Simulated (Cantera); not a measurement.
**Chemical vapour transport: MgO + HCl**

Charge: 1 mol MgO, 1.6 mol HCl, equilibrated at 875 K and 30.8 Torr.

Cantera equilibrium calculation (NASA polynomials, part measured and part estimated; ideal gas, pure solids and liquids). Candidate condensed phases: H₂O, Mg, MgCl₂, MgO, Mg(OH)₂; 22 gas species. Condensed phases not in the tables: MgOHCl. Rates play no part.

```yaml
x(HCl): 0.983
x(H₂O): 0.0174
x(MgCl₂): 8.47e-5
x(H₂): 1.12e-6
x(Cl₂): 1.00e-6
n(MgCl₂(s)): 0.0272 mol
n(MgO(s)): 0.973 mol
gas_amount: 1.573 mol
log10 activity of Mg(s) (absent): -22.56
```
